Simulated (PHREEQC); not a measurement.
Dissolve 0.028 mol MnSO4, 0.013 mol CuCl2 and 0.0035 mol NaF per kg of water at 25 °C. Closed to the air; pH follows from the charge balance.

Computed with PHREEQC (ion-association model, wateq4f.dat).

Each row changes one thing in this solution. Precipitation was switched off in this run.

```json
[
 {"case": "as made", "pH": "5.08", "ionic strength (mol/kgw)": "0.104", "Cl- (mol/kgw)": "0.0250", "Mn+2 (mol/kgw)": "0.0193", "SO4-2 (mol/kgw)": "0.0161", "MnSO4 (mol/kgw)": "0.00782", "SI of Halite (NaCl)": "-5.88", "SI of Mirabilite (Na2SO4:10H2O)": "-6.27"},
 {"case": "diluted 2-fold with water", "pH": "5.16", "ionic strength (mol/kgw)": "0.0559", "Cl- (mol/kgw)": "0.0127", "Mn+2 (mol/kgw)": "0.0103", "SO4-2 (mol/kgw)": "0.00887", "MnSO4 (mol/kgw)": "0.00337", "SI of Halite (NaCl)": "-6.43", "SI of Mirabilite (Na2SO4:10H2O)": "-7.00"},
 {"case": "CuCl2 from 0.013 to 0.0117 mol/kgw", "pH": "5.11", "ionic strength (mol/kgw)": "0.101", "Cl- (mol/kgw)": "0.0225", "Mn+2 (mol/kgw)": "0.0192", "SO4-2 (mol/kgw)": "0.0162", "MnSO4 (mol/kgw)": "0.00800", "SI of Halite (NaCl)": "-5.92", "SI of Mirabilite (Na2SO4:10H2O)": "-6.26"},
 {"case": "0.00039 mol/kgw CuSO4 added", "pH": "5.07", "ionic strength (mol/kgw)": "0.105", "Cl- (mol/kgw)": "0.0250", "Mn+2 (mol/kgw)": "0.0192", "SO4-2 (mol/kgw)": "0.0163", "MnSO4 (mol/kgw)": "0.00787", "SI of Halite (NaCl)": "-5.88", "SI of Mirabilite (Na2SO4:10H2O)": "-6.27"},
 {"case": "CuCl2 replaced by LiCl at the same molality", "pH": "6.68", "ionic strength (mol/kgw)": "0.0894", "Cl- (mol/kgw)": "0.0126", "Mn+2 (mol/kgw)": "0.0182", "SO4-2 (mol/kgw)": "0.0182", "MnSO4 (mol/kgw)": "0.00924", "SI of Halite (NaCl)": "-6.17", "SI of Mirabilite (Na2SO4:10H2O)": "-6.19"}
]
```

Some of these states are supersaturated (in Antlerite, Brochantite, for instance).
